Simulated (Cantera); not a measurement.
A closed system holds: 1 mol Si3N4, 0.29 mol Si, 0.033 mol H2, at 2873 K and 308 Torr.

Method: chemical equilibrium by Gibbs-energy minimisation in Cantera with the NASA 1993 tables (ideal gas, pure condensed phases). Candidate condensed phases: Si, Si3N4; 18 gas species. The tables' values for SiN are old estimates; treat these amounts as uncertain. Gases not in the tables: Si2H6 and higher silanes. Equilibrium is a limit: real reactors are often held back by kinetics, nucleation or transport.

Question: What is the equilibrium state?

Answer: 
- x(N2) = 0.834
- x(Si) = 0.131
- x(H) = 0.0133
- x(H2) = 0.00659
- x(Si2) = 0.00559
- x(SiN) = 0.00473
- x(Si2N) = 0.00334
- x(SiH) = 0.00109
- x(Si3) = 0.000849
- n(Si(l)) = 2.92 mol
- gas amount = 2.387 mol
